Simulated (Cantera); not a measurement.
A closed system holds: 1 mol Si, 0.43 mol H₂, held at 55000 Pa.

These are equilibrium values from Cantera (NASA tables, ideal gas, pure condensed phases), not measurements of a reactor. Candidate condensed phases: Si; 9 gas species. Gases not in the tables: Si₂H₆ and higher silanes. Equilibrium is a limit: real reactors are often held back by kinetics, nucleation or transport. All values below are at 1402 °C.

Base state: H₂ 1.000, H 0.000157, SiH₂ 1.12e-5 (mole fractions); condensed: Si(s).

Problem. What changes in the equilibrium state with this change: 0.058 mol CO₂ added?

Solution. 
| species | before | after |
|---|---|---|
| H₂ | 1.000 | 0.983 |
| SiO | 0 | 0.0162 |
| CO | 0 | 0.000775 |
| H₂O | 0 | 1.73e-5 |
| SiH₂ | 1.12e-5 | 1.11e-5 |
| Si(s), mol | 1.000 | 0.881 |
| SiC(s), mol | 0 | 0.0577 |
| SiO₂(β-quartz), mol | 0 | 0.0543 |
Mutual solubility and eutectic melting of coexisting phases are not modelled. The tables hold silica as quartz up to 1696 K and as liquid above; real silica turns to tridymite and cristobalite and melts near 1996 K. Further candidate phases: C, C₆H₆, C₇H₈, C₈H₁₈, H₂O, SiC, SiO₂.
